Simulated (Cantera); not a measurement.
Feed: 1 mol Fe2O3, 2.1 mol Cl2, equilibrated at 1400 K and 0.000340 bar.

These are equilibrium values from Cantera (NASA tables, ideal gas, pure condensed phases), not measurements of a reactor. Candidate condensed phases: Fe, FeCl2, FeCl3, FeO, Fe2O3, Fe3O4; 13 gas species. Kinetics and transport are ignored.

Base state: FeCl2 0.478, O2 0.367, Cl 0.142, Cl2 0.00848, FeCl3 0.00515, ClO 4.46e-5, O 3.11e-5 (mole fractions); condensed: Fe3O4(s).

**Question.** What changes in the equilibrium state with this change: temperature from 1400 K to 923.15 K?

**Answer.** 
```tsv
species	before	after
Cl2	0.00848	0.893
FeCl3	0.00515	0.0539
O2	0.367	0.0432
FeCl2	0.478	0.00364
Cl	0.142	0.00574
O	3.11e-5	<1e-9
ClO	4.46e-5	1.71e-6
Fe3O4(s), mol	0.0683	0
Fe2O3(s), mol	0	0.938
```

**Question.** What changes in the equilibrium state with this change: Fe2O3 replaced by B2O3?

**Answer.** 
```csv
species,before,after
Cl,0.142,0.742
Cl2,0.00848,0.232
BOCl,0,0.0142
FeCl2,0.478,0
O2,0.367,0.00400
B2O3,0,0.00707
FeCl3,0.00515,0
"Fe3O4(s), mol",0.0683,0
"B2O3(l), mol",0,0.949
```
The tables' values for BOCl are old estimates; treat these amounts as uncertain. Further candidate phases: B, B2O3.
